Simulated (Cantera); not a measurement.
Input: 1 mol B2H6, a varied amount of NH3, 7.8 mol H2, equilibrated at 1975 K and 0.345 Torr.

These are equilibrium values from Cantera (NASA tables, ideal gas, pure condensed phases), not measurements of a reactor. Candidate condensed phases: B, BN; 15 gas species. The feed counts by its element totals alone. Mutual solubility and eutectic melting of coexisting phases are not modelled. Kinetics and transport are ignored.

### Question
Which condensed phases are stable at each of these points (n(NH3) (mol)): 2.6, 3.3, 4.2, 5.3, 6.8, 8.6, 11, 14, 18, 23, 29?

### Answer
```json
[
 {"n(NH3) (mol)": "2.6", "condensed phases": "B(s)", "B condensed (%)": "99.5"},
 {"n(NH3) (mol)": "3.3", "condensed phases": "B(s)", "B condensed (%)": "99.5"},
 {"n(NH3) (mol)": "4.2", "condensed phases": "B(s)", "B condensed (%)": "99.5"},
 {"n(NH3) (mol)": "5.3", "condensed phases": "B(s)", "B condensed (%)": "99.4"},
 {"n(NH3) (mol)": "6.8", "condensed phases": "B(s)", "B condensed (%)": "99.3"},
 {"n(NH3) (mol)": "8.6", "condensed phases": "B(s)", "B condensed (%)": "99.2"},
 {"n(NH3) (mol)": "11", "condensed phases": "B(s)", "B condensed (%)": "99.1"},
 {"n(NH3) (mol)": "14", "condensed phases": "B(s)", "B condensed (%)": "99.0"},
 {"n(NH3) (mol)": "18", "condensed phases": "B(s) + BN(s)", "B condensed (%)": "98.8"},
 {"n(NH3) (mol)": "23", "condensed phases": "BN(s)", "B condensed (%)": "98.6"},
 {"n(NH3) (mol)": "29", "condensed phases": "BN(s)", "B condensed (%)": "98.3"}
]
```

From 2.6 mol NH3 to 14 mol NH3 the condensed part is B(s). At 18 mol NH3 the condensed part is B(s) + BN(s). From 23 mol NH3 to 29 mol NH3 the condensed part is BN(s).
